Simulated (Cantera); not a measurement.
An isothermal, constant-pressure homogeneous reactor starts with 1.38 % CH4, 98.5 % H2, 0.138 % N2, at 2398 K and 0.120 bar.

Model: GRI-Mech 3.0 (53 species, 325 reactions), integrated in Cantera. GRI-Mech 3.0 stops at C3 and has no aromatics, soot or wall deposition, so with more carbon than oxygen in the feed, carbon stays in small species such as C2H2 where larger ones or solid carbon would form.

x: mole fraction; the columns are a selection and need not sum to one.

```csv
t (s),x CH4,x H2,x HCN,x H,x C2H2,x CH2
6.00e-5,0.0128,0.981,3.78e-11,0.00379,5.82e-6,5.22e-6
0.000190,0.0108,0.974,2.69e-9,0.0110,0.000271,3.35e-5
0.000600,(withheld),0.966,(withheld),(withheld),(withheld),(withheld)
0.00190,0.000999,0.962,3.58e-7,0.0294,0.00590,2.54e-5
0.00600,(withheld),0.956,(withheld),(withheld),0.00652,(withheld)
0.0190,3.62e-5,0.950,1.16e-6,0.0415,0.00661,1.97e-6
0.0600,1.94e-5,0.948,1.79e-6,0.0445,0.00661,1.22e-6
0.190,1.90e-5,0.947,3.56e-6,0.0446,0.00661,1.20e-6
0.600,1.90e-5,0.947,9.13e-6,0.0446,0.00661,1.20e-6
1.90,1.90e-5,0.947,2.66e-5,0.0446,0.00660,1.20e-6
6.00,1.90e-5,0.947,8.02e-5,0.0446,0.00657,1.20e-6
```

Task: Some entries are withheld; supply them.

Result: 
- 0.000600, x CH4: 0.00516
- 0.000600, x HCN: 7.11e-8
- 0.000600, x H: 0.0219
- 0.000600, x C2H2: 0.00304
- 0.000600, x CH2: 6.35e-5
- 0.00600, x CH4: 0.000169
- 0.00600, x HCN: 7.49e-7
- 0.00600, x H: 0.0356
- 0.00600, x CH2: 6.64e-6
